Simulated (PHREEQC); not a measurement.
0.42 g of hydrous ferric oxide (600 m²/g; 0.2 weak and 0.005 strong sites per Fe, Dzombak-Morel constants, diffuse double layer) in 1 kg of water with 0.005 mol/kgw of an inert sodium salt and 0.0017 mol/kgw ZnSO4 and 0.0002 mol/kgw CuSO4, at 25 °C; the pH is set by adding NaOH or the inert anion's acid. Oxygen is held at 0.21 atm. No CO2 enters from the air. Nothing may precipitate in this run.

Base run: PHREEQC, ion-association model, wateq4f.dat. Each further column changes one thing. The table gives Cu sorbed (%).

```json
[
 {"pH": "4", "base": "4.1", "no electrostatic term (-no_edl)": "4.5", "background salt from 0.005 to 0.0005 mol/kgw": "4.3", "oxide from 0.42 to 2.1 g/kgw": "19.3", "0.00035 mol/kgw NiCl2 added": "4.1"},
 {"pH": "4.67", "base": "19.6", "no electrostatic term (-no_edl)": "26.4", "background salt from 0.005 to 0.0005 mol/kgw": "20.1", "oxide from 0.42 to 2.1 g/kgw": "64.4", "0.00035 mol/kgw NiCl2 added": "19.5"},
 {"pH": "5.33", "base": "70.3", "no electrostatic term (-no_edl)": "…", "background salt from 0.005 to 0.0005 mol/kgw": "…", "oxide from 0.42 to 2.1 g/kgw": "94.6", "0.00035 mol/kgw NiCl2 added": "70.1"},
 {"pH": "6", "base": "96.3", "no electrostatic term (-no_edl)": "98.4", "background salt from 0.005 to 0.0005 mol/kgw": "96.4", "oxide from 0.42 to 2.1 g/kgw": "99.5", "0.00035 mol/kgw NiCl2 added": "96.2"},
 {"pH": "6.67", "base": "98.6", "no electrostatic term (-no_edl)": "99.5", "background salt from 0.005 to 0.0005 mol/kgw": "98.6", "oxide from 0.42 to 2.1 g/kgw": "99.9", "0.00035 mol/kgw NiCl2 added": "98.5"},
 {"pH": "7.33", "base": "94.9", "no electrostatic term (-no_edl)": "98.0", "background salt from 0.005 to 0.0005 mol/kgw": "94.6", "oxide from 0.42 to 2.1 g/kgw": "99.9", "0.00035 mol/kgw NiCl2 added": "94.5"},
 {"pH": "8", "base": "59.4", "no electrostatic term (-no_edl)": "76.8", "background salt from 0.005 to 0.0005 mol/kgw": "57.9", "oxide from 0.42 to 2.1 g/kgw": "99.8", "0.00035 mol/kgw NiCl2 added": "57.2"},
 {"pH": "8.67", "base": "16.3", "no electrostatic term (-no_edl)": "32.4", "background salt from 0.005 to 0.0005 mol/kgw": "15.8", "oxide from 0.42 to 2.1 g/kgw": "99.4", "0.00035 mol/kgw NiCl2 added": "13.7"},
 {"pH": "9.33", "base": "9.1", "no electrostatic term (-no_edl)": "22.3", "background salt from 0.005 to 0.0005 mol/kgw": "8.9", "oxide from 0.42 to 2.1 g/kgw": "99.2", "0.00035 mol/kgw NiCl2 added": "4.9"},
 {"pH": "10", "base": "8.2", "no electrostatic term (-no_edl)": "17.3", "background salt from 0.005 to 0.0005 mol/kgw": "8.2", "oxide from 0.42 to 2.1 g/kgw": "98.9", "0.00035 mol/kgw NiCl2 added": "3.2"},
 {"pH": "10.67", "base": "8.7", "no electrostatic term (-no_edl)": "4.8", "background salt from 0.005 to 0.0005 mol/kgw": "8.7", "oxide from 0.42 to 2.1 g/kgw": "98.2", "0.00035 mol/kgw NiCl2 added": "3.3"},
 {"pH": "11.33", "base": "11.8", "no electrostatic term (-no_edl)": "…", "background salt from 0.005 to 0.0005 mol/kgw": "11.8", "oxide from 0.42 to 2.1 g/kgw": "…", "0.00035 mol/kgw NiCl2 added": "4.9"},
 {"pH": "12", "base": "22.0", "no electrostatic term (-no_edl)": "0.1", "background salt from 0.005 to 0.0005 mol/kgw": "22.2", "oxide from 0.42 to 2.1 g/kgw": "86.9", "0.00035 mol/kgw NiCl2 added": "10.5"}
]
```

Question: Some entries are withheld; supply them.

Answer: 
- 5.33, no electrostatic term (-no_edl): 81.9
- 5.33, background salt from 0.005 to 0.0005 mol/kgw: 71.2
- 11.33, no electrostatic term (-no_edl): 0.4
- 11.33, oxide from 0.42 to 2.1 g/kgw: 95.7

In at least one series the solution becomes supersaturated in solids that the run did not let form, among them Cu(OH)2, Brochantite, Antlerite, Zn(OH)2-e, Zn4(OH)6SO4. The database's constant for dissolved Cu(OH)2 is higher than later reviews accept.
